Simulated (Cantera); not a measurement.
Gas mixture: O2 = 0.95 (molar parts), at 1.00 bar, frozen composition.

Cantera's kinetic-theory transport with the Lennard-Jones parameters of GRI-Mech 3.0, ideal gas; thermal conductivity in the multicomponent form.

One state of this run: ρ (kg/m³) = 0.296; cp (J/kg/K) = 1125; μ (µPa s) = 56.9; λ (mW/m/K) = 90.3; Pr = 0.708; D (cm²/s) N2 = 2.55; D (cm²/s) CH4 = 2.83; D (cm²/s) NH3 = 3.17. D: mixture-averaged diffusion coefficient of that species in the mixture.

### Question
Which value of T (K) does it belong to?
(A) 1300
(B) 700
(C) 550
(D) 400

### Answer
A, 1300
